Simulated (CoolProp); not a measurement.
Computed with CoolProp (reference Helmholtz-energy equation of state, Lemmon 2006). It is a short technical equation, of lower accuracy than the large ones.

Problem. For C2F6 (R116), give the phase and the Z, cv (kJ/(kg K)), isothermal compressibility (1/MPa), expansivity (1/kK) at 14.75 °C and 14.8 MPa; 45.15 °C and 14.8 MPa.

Solution. 
- 14.75 °C and 14.8 MPa: liquid; Z 0.664, cv 0.758, isothermal compressibility 0.00875, expansivity 3.61
- 45.15 °C and 14.8 MPa: supercritical; Z 0.678, cv 0.798, isothermal compressibility 0.0152, expansivity 4.37
